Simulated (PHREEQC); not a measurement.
Dissolve 2.2 mmol/kgw HF, 30 mmol/kgw FeCl3 and 5.9 mmol/kgw CuCl2 at 43 °C. It is in equilibrium with CO2 at log p = -3.4 (atm). Otherwise closed; pH follows from the charge balance.

Model: ion-association model, wateq4f.dat, run in PHREEQC.

Each row changes one thing in this solution. This is a speciation only: nothing precipitates in the calculation.

```json
[
 {"case": "as made", "pH": "1.97", "ionic strength (mol/kgw)": "0.149", "Cl- (mol/kgw)": "0.0897", "Cu+2 (mol/kgw)": "0.00493", "CuCl+ (mol/kgw)": "0.000939", "CuCl2 (mol/kgw)": "2.80e-5", "SI of Tenorite (CuO)": "-5.81", "SI of Cu(OH)2 (Cu(OH)2)": "-6.83"},
 {"case": "FeCl3 left out", "pH": "3.09", "ionic strength (mol/kgw)": "0.0180", "Cl- (mol/kgw)": "[?]", "Cu+2 (mol/kgw)": "0.00560", "CuCl+ (mol/kgw)": "0.000239", "CuCl2 (mol/kgw)": "1.34e-6", "SI of Tenorite (CuO)": "-3.29", "SI of Cu(OH)2 (Cu(OH)2)": "-4.31"},
 {"case": "temperature from 43 to 20 °C", "pH": "2.08", "ionic strength (mol/kgw)": "0.157", "Cl- (mol/kgw)": "0.0908", "Cu+2 (mol/kgw)": "0.00552", "CuCl+ (mol/kgw)": "0.000370", "CuCl2 (mol/kgw)": "8.90e-6", "SI of Tenorite (CuO)": "-6.36", "SI of Cu(OH)2 (Cu(OH)2)": "-7.38"},
 {"case": "CuCl2 from 0.0059 to 0.0295 mol/kgw", "pH": "2.01", "ionic strength (mol/kgw)": "[?]", "Cl- (mol/kgw)": "0.129", "Cu+2 (mol/kgw)": "0.0234", "CuCl+ (mol/kgw)": "0.00584", "CuCl2 (mol/kgw)": "0.000232", "SI of Tenorite (CuO)": "-5.10", "SI of Cu(OH)2 (Cu(OH)2)": "-6.12"},
 {"case": "0.00051 mol/kgw CaSO4 added", "pH": "1.98", "ionic strength (mol/kgw)": "0.149", "Cl- (mol/kgw)": "[?]", "Cu+2 (mol/kgw)": "0.00493", "CuCl+ (mol/kgw)": "0.000939", "CuCl2 (mol/kgw)": "2.81e-5", "SI of Tenorite (CuO)": "-5.80", "SI of Cu(OH)2 (Cu(OH)2)": "-6.82"},
 {"case": "FeCl3 from 0.03 to 0.015 mol/kgw", "pH": "2.14", "ionic strength (mol/kgw)": "0.0842", "Cl- (mol/kgw)": "[?]", "Cu+2 (mol/kgw)": "0.00520", "CuCl+ (mol/kgw)": "0.000688", "CuCl2 (mol/kgw)": "1.37e-5", "SI of Tenorite (CuO)": "-5.38", "SI of Cu(OH)2 (Cu(OH)2)": "-6.40"},
 {"case": "diluted 2-fold with water", "pH": "2.15", "ionic strength (mol/kgw)": "0.0776", "Cl- (mol/kgw)": "0.0472", "Cu+2 (mol/kgw)": "0.00263", "CuCl+ (mol/kgw)": "0.000319", "CuCl2 (mol/kgw)": "5.78e-6", "SI of Tenorite (CuO)": "-5.65", "SI of Cu(OH)2 (Cu(OH)2)": "-6.67"},
 {"case": "CuCl2 from 0.0059 to 0.00885 mol/kgw", "pH": "1.98", "ionic strength (mol/kgw)": "0.156", "Cl- (mol/kgw)": "0.0947", "Cu+2 (mol/kgw)": "0.00735", "CuCl+ (mol/kgw)": "0.00146", "CuCl2 (mol/kgw)": "[?]", "SI of Tenorite (CuO)": "-5.63", "SI of Cu(OH)2 (Cu(OH)2)": "-6.66"},
 {"case": "0.0094 mol/kgw CO2 added", "pH": "1.97", "ionic strength (mol/kgw)": "0.149", "Cl- (mol/kgw)": "0.0897", "Cu+2 (mol/kgw)": "0.00493", "CuCl+ (mol/kgw)": "0.000939", "CuCl2 (mol/kgw)": "2.80e-5", "SI of Tenorite (CuO)": "-5.81", "SI of Cu(OH)2 (Cu(OH)2)": "-6.83"}
]
```

Q: Complete the blanks.

A: 
- FeCl3 left out, Cl- (mol/kgw): 0.0116
- CuCl2 from 0.0059 to 0.0295 mol/kgw, ionic strength (mol/kgw): 0.204
- 0.00051 mol/kgw CaSO4 added, Cl- (mol/kgw): 0.0899
- FeCl3 from 0.03 to 0.015 mol/kgw, Cl- (mol/kgw): 0.0526
- CuCl2 from 0.0059 to 0.00885 mol/kgw, CuCl2 (mol/kgw): 4.53e-5

Species that the database lacks are ignored. Some of these states are supersaturated (in Hematite (slow to form), Goethite (slow to form), for instance). Constants without temperature data keep their 25 °C values here. Fluoro complexes past AlF4- and FeF3 are missing from the database.
